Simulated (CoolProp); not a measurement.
The numbers come from the reference Helmholtz-energy equation of state, Platzer 1990 in CoolProp. This equation is an older, rougher fit; its heat capacities, sound speeds and derivatives of the liquid may be far off and weren't checked against measurements.

Q: Give the vapour pressure (MPa), vapour Z, liquid viscosity (µPa s) of saturated c-C4F8 (RC318) at 303.6, 319.5 K.

A: 
```
T (K)  p (MPa)  vapour Z  liquid viscosity (µPa s)
-----  -------  --------  ------------------------
303.6    0.371     0.886                       335
319.5    0.587     0.840                       266
```

Viscosity comes from a separate model (Huber 2003), an estimate that may be off by 10 % or more.
